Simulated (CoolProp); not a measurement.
Fluorine at several states: density (kg/m³) from the reference equation and from simpler models built on Tc = -128.7 °C, pc = 5.240 MPa, ω = 0.045; each cubic takes its own stable root.

Values from CoolProp's reference Helmholtz-energy equation of state, de Reuck 1990.

```tsv
T (°C)	p (MPa)	phase	reference
-177.55	0.479	liquid	1425
-37.45	1.3	gas	25.61
-65.15	9.92	supercritical	265.3
-161.05	2.32	liquid	1294
-142.35	0.603	gas	22.26
```

Question: How far does each simpler model (van der Waals, Redlich-Kwong, Soave-Redlich-Kwong, Peng-Robinson) lie from the reference over these 5 states: mean and median of the absolute difference, and the worst?

Answer: 
- van der Waals: mean 27.5 %, median 6.5 %, worst -98.3 % at -177.55 °C and 0.479 MPa
- Redlich-Kwong: mean 0.8 %, median 0.2 %, worst -2.3 % at -161.05 °C and 2.32 MPa
- Soave-Redlich-Kwong: mean 0.8 %, median 0.4 %, worst -2.3 % at -161.05 °C and 2.32 MPa
- Peng-Robinson: mean 5.5 %, median 3.1 %, worst +12.7 % at -177.55 °C and 0.479 MPa

At some of these states van der Waals gives the other phase, because its saturation line lies elsewhere.
